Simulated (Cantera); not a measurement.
A Cantera script and its output.

```python
import numpy as np
import cantera as ct

gas = ct.Solution("gri30.yaml")
gas.TPX = 1075, 200000, {'CH4': 1, 'O2': 2.11, 'N2': 7.92}
reactor = ct.IdealGasReactor(gas, energy="on", clone=False)
net = ct.ReactorNet([reactor])
net.rtol, net.atol = 1e-08, 1e-16
show = ['CH4', 'O2', 'HCO', 'CO2', 'CO', 'H2O']
times = np.geomspace(8e-06, 2, 15)

steps = ct.SolutionArray(gas, extra=["t"])
rows = []
print(f"{'t/s':>10s}{'T/K':>9s}{'P/Pa':>11s}" + "".join(f"{s:>11s}" for s in show))
for t in times:
    while net.time < t:
        t_next = net.step()
        steps.append(gas.state, t=t_next)
    rows.append([np.interp(t, steps.t, y) for y in (steps.T, steps.P, *steps(*show).X.T)])
    print(f"{t:10.3e}{rows[-1][0]:9.1f}{rows[-1][1]:11.4g}" + "".join(f"{x:11.3e}" for x in rows[-1][2:]))
rate = np.gradient(steps.T, steps.t)
print("integrator steps:", len(steps.t))
if steps.T.max() > steps.T[0] + 200:
    print(f"time of steepest temperature rise: {steps.t[rate.argmax()]:.4e} s")
gas.TPX = 1075, 200000, {'CH4': 1, 'O2': 2.11, 'N2': 7.92}
gas.equilibrate("UV")
print(f"equilibrium (UV): T = {gas.T:.1f} K  " + "  ".join(f"{s} {gas[s].X[0]:.3e}" for s in show))
```

Result:

```
       t/s      T/K       P/Pa        CH4         O2        HCO        CO2         CO        H2O
 8.000e-06   1075.0      2e+05  9.066e-02  1.913e-01  1.910e-19  1.336e-19  2.560e-17  3.363e-12
 1.944e-05   1075.0      2e+05  9.066e-02  1.913e-01  1.144e-18  1.921e-18  3.746e-16  1.945e-11
 4.723e-05   1075.0      2e+05  9.066e-02  1.913e-01  6.875e-18  2.833e-17  5.523e-15  1.152e-10
 1.148e-04   1075.0      2e+05  9.066e-02  1.913e-01  4.129e-17  4.140e-16  7.914e-14  6.931e-10
 2.788e-04   1075.0      2e+05  9.066e-02  1.913e-01  2.577e-16  6.529e-15  1.181e-12  4.399e-09
 6.775e-04   1075.0      2e+05  9.066e-02  1.913e-01  1.755e-15  1.182e-13  1.884e-11  3.054e-08
 1.646e-03   1075.0      2e+05  9.066e-02  1.913e-01  1.493e-14  2.842e-12  3.587e-10  2.447e-07
 4.000e-03   1075.0      2e+05  9.066e-02  1.913e-01  1.724e-13  8.206e-11  9.359e-09  2.121e-06
 9.719e-03   1075.1      2e+05  9.065e-02  1.913e-01  1.117e-12  8.383e-10  1.854e-07  1.159e-05
 2.362e-02   1075.4  2.001e+05  9.061e-02  1.913e-01  4.569e-12  4.232e-09  2.042e-06  4.403e-05
 5.738e-02   1076.7  2.003e+05  9.041e-02  1.911e-01  2.501e-11  4.280e-08  2.340e-05  2.008e-04
 1.394e-01   1122.1   2.09e+05  8.498e-02  1.865e-01  5.382e-09  2.455e-05  1.880e-03  5.501e-03
 3.388e-01   2817.7  5.399e+05  6.785e-15  1.979e-02  5.913e-08  5.859e-02  2.945e-02  1.550e-01
 8.231e-01   2817.7  5.399e+05  6.785e-15  1.979e-02  5.913e-08  5.859e-02  2.945e-02  1.550e-01
 2.000e+00   2817.7  5.399e+05  6.785e-15  1.979e-02  5.913e-08  5.859e-02  2.945e-02  1.550e-01
integrator steps: 2574
time of steepest temperature rise: 1.4481e-01 s
equilibrium (UV): T = 2817.7 K  CH4 8.776e-15  O2 1.979e-02  HCO 5.913e-08  CO2 5.859e-02  CO 2.945e-02  H2O 1.550e-01
```

Model: GRI-Mech 3.0 (53 species, 325 reactions), integrated in Cantera.
